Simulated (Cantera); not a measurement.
An isothermal, constant-pressure homogeneous reactor starts with CH₄ : O₂ : N₂ = 0.008 : 0.0058 : 1 (molar parts), at 1425 K and 760 Torr.

Detailed kinetics in Cantera: GRI-Mech 3.0 (53 species, 325 reactions).

One state of this run: x CH₄ = 0.000966; x O₂ = 4.42e-9; x NO = 7.55e-9; x CH₂CO = 1.43e-7; x OH = 1.03e-8; x H₂O = 0.00603. x: mole fraction; the columns are a selection and need not sum to one.

Q: Which value of t (s) does it belong to?
(A) 3.00e-5
(B) 0.00569
(C) 4.00
(D) 0.0211

A: C, 4.00
